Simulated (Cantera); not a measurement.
What does this Cantera script print?

```python
import numpy as np
import cantera as ct

gas_names = """
    H H2 N NH NH2 NH3 N2 N2H2 N2H4 Si SiH SiH2 SiH3 SiH4 SiN Si2 Si2N Si3
""".split()
cond_names = """
    Si(cr) Si(L) Si3N4(a)
""".split()


# ... load() reads the species with a 1 bar reference pressure and builds the phases ...
atoms = {
    'Si3N4': {'Si': 3, 'N': 4},
    'H2': {'H': 2},
}
top_T = {'Si3N4(a)': 2400}  # K; cautious upper limits of use, not melting points


# ... equilibrate(T, P, feed) seeds the gas with the atoms and calls Mixture.equilibrate('TP', solver="vcs", rtol=1e-11, max_steps=5000) ...
results = []
feed = {'Si3N4': 1, 'H2': 3.5}  # mol
P = 7100  # Pa
for T in [2050, 2100, 2150, 2200, 2250, 2300, 2350, 2400, 2450]:
    mix = equilibrate(T, P, feed)
    results.append((T, P, feed, dict(zip(mix.species_names, mix.species_moles))))

top = {s: max(r[3][s] / sum(r[3][g] for g in gas_names) for r in results) for s in gas_names}
cols = sorted((s for s in top if top[s] > 0.0001), key=lambda s: -top[s])[:9]
seen = [c for c in cond_names if any(r[3].get(c, 0) > 1e-12 for r in results)]
print("log10 of partial pressures in bar; condensed amounts in mol")
print(f"{'T/K':>10s}" + "".join(f"{s[:9]:>10s}" for s in cols + seen))
for T, P, feed, n in results:
    ng = sum(n[g] for g in gas_names)
    print(f"{T:10.4g}" + "".join(f"{np.log10(max(n[s] / ng * P / 1e5, 1e-99)):10.3f}" for s in cols)
          + "".join(f"{n.get(c, 0):10.4g}" for c in seen))
```

It prints:

```
log10 of partial pressures in bar; condensed amounts in mol
       T/K        H2        N2         H        Si       SiH       Si2       SiN      Si2N      SiH2     Si(L)
      2050    -1.349    -1.590    -3.319    -4.112    -5.005    -6.045    -5.542    -5.444    -5.203     2.992
      2100    -1.351    -1.591    -3.182    -3.875    -4.816    -5.760    -5.353    -5.274    -5.090     2.986
      2150    -1.354    -1.592    -3.052    -3.649    -4.637    -5.488    -5.174    -5.113    -4.984     2.977
      2200    -1.357    -1.594    -2.928    -3.433    -4.466    -5.229    -5.003    -4.960    -4.883     2.964
      2250    -1.362    -1.597    -2.810    -3.227    -4.304    -4.981    -4.840    -4.814    -4.788     2.942
      2300    -1.368    -1.601    -2.698    -3.031    -4.150    -4.745    -4.685    -4.676    -4.699      2.91
      2350    -1.376    -1.606    -2.592    -2.842    -4.004    -4.519    -4.538    -4.544    -4.617     2.861
      2400    -1.388    -1.614    -2.492    -2.662    -3.865    -4.303    -4.398    -4.420    -4.541     2.788
      2450    -1.403    -1.624    -2.398    -2.489    -3.735    -4.096    -4.265    -4.302    -4.473      2.68
```

These are equilibrium values from Cantera (NASA tables, ideal gas, pure condensed phases), not measurements of a reactor. The tables' values for SiN are old estimates; treat these amounts as uncertain. Gases not in the tables: Si2H6 and higher silanes.
